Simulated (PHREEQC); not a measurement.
Synthetic water in mmol/kgw, 25 °C, pH 6.76, pe -1: Na 144; K 12.2; Ca 14; Mg 0.859; Cl 165; S(6) 12.6; Alkalinity (meq/kgw) 0.497; Si 0.0667; F 0.3; N(-3) 0.503.

Cl is adjusted to close the charge balance.
Valence states are taken as typed.

Equilibrium calculation in PHREEQC: ion-association model, wateq4f.dat.

This is a speciation only: nothing precipitates in the calculation.

Order these Mg species by the share of Mg that they hold, largest first: MgSO4, Mg+2, MgHCO3+, MgF+.

Mg+2 (83 %), MgSO4 (16 %), MgF+ (0.50 %), MgHCO3+ (0.16 %)

The pH is 6.76 and the ionic strength 0.202 mol/kgw. The solution is supersaturated, for example in Fluorite, so a real one may precipitate; this is no full list. Complexes and solids missing from the database can't appear. SiF6-2 is the database's only silicon fluoride.
